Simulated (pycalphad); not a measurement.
CALPHAD calculation (pycalphad, COST 507 light-alloy database (1999)), 1 atm. The data set is of 1999 and partly superseded. Amounts are mole fractions of atoms.

Task: Give the equilibrium state of Mg-12.08Al-2.57Si (at.%) at 177 °C.

Result: HCP_A3, fraction 0.667, with 2.2 Al, <0.01 Si at.%; ALMG_GAMMA, fraction 0.256, with 41.4 Al, no Si at.%; MG2SI, fraction 0.077, with no Al, 33.3 Si at.%.

Task: Give the equilibrium state of Mg-12.08Al-2.57Si (at.%) at 497 °C.

Result: HCP_A3, fraction 0.601, with 7.4 Al, <0.01 Si at.%; LIQUID, fraction 0.325, with 23.5 Al, 0.32 Si at.%; MG2SI, fraction 0.074, with no Al, 33.3 Si at.%.

Database names, with the compositions (at.%) that they take in these runs: MG2SI: Mg 67 Si 33; ALMG_GAMMA: Mg 59 Al 40. HCP_A3 is hcp. An entry "none" or "no" means that the model of the phase leaves that element out.
